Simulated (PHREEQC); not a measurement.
Consider water at 25 °C with 19 mmol/kgw KF. Closed to the air; pH follows from the charge balance.

The numbers come from PHREEQC with the ion-association model, wateq4f.dat.

Precipitation was switched off in this run.

**Question.** Estimate the pH.

**Answer.** pH 7.69.
